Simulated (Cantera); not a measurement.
An adiabatic, constant-pressure homogeneous reactor starts with CO : H2 : O2 : N2 = 1 : 1.5 : 0.658 : 7.24 (molar parts), equivalence ratio 1.9, at 1050 K and 1.00 bar.

Cantera simulation using GRI-Mech 3.0 (53 species, 325 reactions); the numbers are that mechanism's predictions, not measurements.

**Question.** Predict: time of steepest temperature rise; temperature at 0.200 s; equilibrium temperature; x(CO) at 0.200 s; x(H2) at 0.200 s; x(O2) at 0.200 s; x(NO) at 0.200 s; x(H2O) at 0.200 s; x(H) at 0.200 s.

**Answer.** 
| Item | Value |
|---|---|
| time of steepest temperature rise | 0.316 ms |
| temperature at 0.200 s | 1991 K |
| equilibrium temperature | 1991 K |
| x(CO) at 0.200 s | 0.0708 (gas-phase equilibrium 0.0708) |
| x(H2) at 0.200 s | 0.0506 (gas-phase equilibrium 0.0506) |
| x(O2) at 0.200 s | 3.05e-7 (gas-phase equilibrium 3.06e-7) |
| x(NO) at 0.200 s | 2.18e-5 (gas-phase equilibrium 8.78e-6) |
| x(H2O) at 0.200 s | 0.103 (gas-phase equilibrium 0.103) |
| x(H) at 0.200 s | 0.000346 (gas-phase equilibrium 0.000346) |
